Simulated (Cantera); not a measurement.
Cantera run:

```python
import numpy as np
import cantera as ct

gas_names = """
    Electron N N+ N- NO NO+ NO2 NO2- NO3 NO3- N2 N2+ N2- N2O N2O+ O O+ O- O2 O2+ O2- O3 S S+ S- SN SO
    SO2 SO3 S2 S2O S8
""".split()
cond_names = """
    S(cr1) S(cr2) S(L)
""".split()


# ... load() reads the species with a 1 bar reference pressure and builds the phases ...
atoms = {
    'SO2': {'S': 1, 'O': 2},
    'N2': {'N': 2},
}
top_T = {}  # K; cautious upper limits of use, not melting points


# ... equilibrate(T, P, feed) seeds the gas with the atoms and calls Mixture.equilibrate('TP', solver="vcs", rtol=1e-11, max_steps=5000) ...
results = []
feed = {'SO2': 1, 'N2': 4.6}  # mol
P = 650000  # Pa
for T in [2500, 2750, 3000, 3250, 3500, 3750, 4000, 4250, 4500, 4750, 5000]:
    mix = equilibrate(T, P, feed)
    results.append((T, P, feed, dict(zip(mix.species_names, mix.species_moles))))

top = {s: max(r[3][s] / sum(r[3][g] for g in gas_names) for r in results) for s in gas_names}
cols = sorted((s for s in top if top[s] > 0.0001), key=lambda s: -top[s])[:5]
seen = [c for c in cond_names if any(r[3].get(c, 0) > 1e-12 for r in results)]
print("log10 of partial pressures in bar; condensed amounts in mol")
print(f"{'T/K':>10s}" + "".join(f"{s[:9]:>10s}" for s in cols + seen))
for T, P, feed, n in results:
    ng = sum(n[g] for g in gas_names)
    print(f"{T:10.4g}" + "".join(f"{np.log10(max(n[s] / ng * P / 1e5, 1e-99)):10.3f}" for s in cols)
          + "".join(f"{n.get(c, 0):10.4g}" for c in seen))
```

Output:

```
log10 of partial pressures in bar; condensed amounts in mol
       T/K        N2         O       SO2         S        SO
      2500     0.725    -2.737     0.044    -3.268    -1.313
      2750     0.722    -2.068     0.014    -2.561    -0.952
      3000     0.715    -1.522    -0.042    -1.979    -0.671
      3250     0.705    -1.076    -0.137    -1.499    -0.463
      3500     0.691    -0.718    -0.285    -1.107    -0.327
      3750     0.673    -0.437    -0.500    -0.792    -0.265
      4000     0.654    -0.226    -0.789    -0.549    -0.278
      4250     0.635    -0.074    -1.151    -0.372    -0.362
      4500     0.619     0.030    -1.575    -0.252    -0.506
      4750     0.606     0.097    -2.039    -0.176    -0.693
      5000     0.596     0.138    -2.519    -0.132    -0.904
```

Method: chemical equilibrium by Gibbs-energy minimisation in Cantera with the NASA 1993 tables (ideal gas, pure condensed phases).
